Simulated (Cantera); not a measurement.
# Premixed flame

A freely propagating, adiabatic, planar premixed flame of H2 : O2 : N2 = 1 : 0.455 : 1.23 (molar parts), equivalence ratio 1.1, unburnt at 325 K and 100.0 Torr; mixture-averaged transport, grid criteria slope 0.08 and curve 0.16, no radiation.

Cantera simulation using the H2/O2 subset of GRI-Mech 3.0, which has no nitrogen chemistry; the numbers are that mechanism's predictions, not measurements. Burning velocities carry a grid error of a few per cent, more on coarse grids.

| z (mm) | T (K) | u (m/s) | x H2 | x O2 | x HO2 | x H2O2 | x H2O | x OH |
|---|---|---|---|---|---|---|---|---|
| -14.6 | 325 | 3.10 | 0.372 | 0.169 | <1e-8 | <1e-8 | <1e-8 | <1e-8 |
| -9.76 | 325 | 3.10 | 0.372 | 0.169 | <1e-8 | <1e-8 | <1e-8 | <1e-8 |
| -7.32 | 325 | 3.10 | 0.372 | 0.169 | <1e-8 | <1e-8 | <1e-8 | <1e-8 |
| -4.88 | 325 | 3.10 | 0.372 | 0.169 | <1e-8 | <1e-8 | <1e-8 | <1e-8 |
| -2.44 | 326 | 3.11 | 0.372 | 0.170 | 1.32e-5 | 3.99e-7 | 1.06e-5 | 1.12e-6 |
| -1.22 | 550 | 5.13 | 0.342 | 0.166 | 8.37e-5 | 4.27e-5 | 0.0147 | 0.000978 |
| 0 | 1079 | 9.65 | 0.188 | 0.115 | 2.10e-5 | 8.12e-7 | 0.130 | 0.00315 |
| 1.22 | 1391 | 12.3 | 0.0745 | 0.0413 | 6.76e-6 | 9.85e-7 | 0.260 | 0.00947 |
| 2.44 | 1518 | 13.3 | 0.0671 | 0.0317 | 4.52e-6 | 7.42e-7 | 0.276 | 0.0126 |
| 4.88 | 1664 | 14.5 | 0.0703 | 0.0283 | 3.39e-6 | 4.37e-7 | 0.284 | 0.0159 |
| 9.76 | 1829 | 15.7 | 0.0726 | 0.0247 | 2.47e-6 | 2.23e-7 | 0.294 | 0.0193 |
| 19.5 | 2003 | 17.0 | 0.0726 | 0.0208 | 1.78e-6 | 1.16e-7 | 0.307 | 0.0219 |
| 39.1 | 2176 | 18.2 | 0.0701 | 0.0167 | 1.37e-6 | 7.17e-8 | 0.322 | 0.0230 |
x: mole fraction of selected species; z is measured from the peak of heat release.

| Quantity | Value |
|---|---|
| laminar burning velocity | 310 cm/s |
| thermal thickness | 4.88 mm |
| peak x(HO2) | 0.000161 |
| peak x(H2O2) | 4.89e-5 |
| peak x(OH) | 0.0230 |
| grid points | 140 |
